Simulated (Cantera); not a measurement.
A perfectly stirred reactor is fed with C2H4 : O2 : N2 : CO2 = 1 : 1.88 : 7.05 : 0.58 (molar parts), equivalence ratio 1.6, at 7.01 atm; it is adiabatic with a 373 K inlet, and is followed from long to short residence time, starting on the burning branch (τ in s: 0.046, 0.018, 0.0073, 0.0029, 0.0012, 0.00046, 0.00018, 7.2e-05, 2.9e-05, 1.1e-05, 4.5e-06).

Cantera simulation using GRI-Mech 3.0 (53 species, 325 reactions); the numbers are that mechanism's predictions, not measurements. GRI-Mech 3.0 was tuned for natural gas; its chemistry of ethylene as a main component is partial and can be far from experiment.

Task: What does this change do: pressure from 7.01 atm to 4.93 atm?

Result: 
| quantity | before | after |
|---|---|---|
| blow-out, bracketed by the residence times tried | burning at 29.0 µs, out at 11.0 µs | burning at 72.0 µs, out at 29.0 µs |
| x(C2H4) at τ = 46.0 ms | 9.28e-6 | 9.06e-6 |
| x(O2) at τ = 46.0 ms | 9.68e-5 | 0.000103 |
| x(CO2) at τ = 46.0 ms | 0.0787 | 0.0785 |
| x(H2O) at τ = 46.0 ms | 0.124 | 0.124 |
| x(NO) at τ = 46.0 ms | 5.98e-5 | 7.90e-5 |
| x(C2H4) at τ = 0.460 ms | 0.000293 | 0.000252 |
| x(O2) at τ = 0.460 ms | 0.00275 | 0.00252 |
| x(CO2) at τ = 0.460 ms | 0.0832 | 0.0813 |
| x(H2O) at τ = 0.460 ms | 0.126 | 0.124 |
| x(NO) at τ = 0.460 ms | 8.42e-5 | 0.000121 |
